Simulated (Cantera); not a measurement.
## Ignition delay

Mixture: 11.2 % CH4, 18.7 % O2, 70.1 % N2, equivalence ratio 1.2, at 5.00 bar, adiabatic and at constant pressure. Ignition delay is the time to a rise of 400 K.

Model: GRI-Mech 3.0 (53 species, 325 reactions), integrated in Cantera.

```tsv
T0 (K)	delay (ms)
1198	11.3
1273	4.41
1348	1.83
1423	0.804
1498	0.371
1573	0.180
```

The apparent activation energy between 1423 and 1573 K comes out as 190 kJ/mol.
